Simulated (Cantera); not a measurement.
Input: 1 mol Si2H6, 0.052 mol HCl, 23 mol H2, held at 0.120 bar.

Equilibrium computed with Cantera from the NASA thermochemical tables; the gas is ideal and each condensed phase is pure. Candidate condensed phases: Si; 19 gas species. The feed counts by its element totals alone. Gases not in the tables: Si2H6 and higher silanes. Rates play no part.

Problem. Which condensed phases are stable at each of these points (T (K)): 898, 998, 1098, 1198, 1298, 1398, 1498, 1598, 1698?

Solution. 
```csv
T (K),condensed phases,Si condensed (%)
898,Si(s),99.7
998,Si(s),99.9
1098,Si(s),100.0
1198,Si(s),100.0
1298,Si(s),100.0
1398,Si(s),100.0
1498,Si(s),100.0
1598,Si(s),100.0
1698,Si(l),100.0
```

From 898 K to 1598 K the condensed part is Si(s). At 1698 K the condensed part is Si(l).
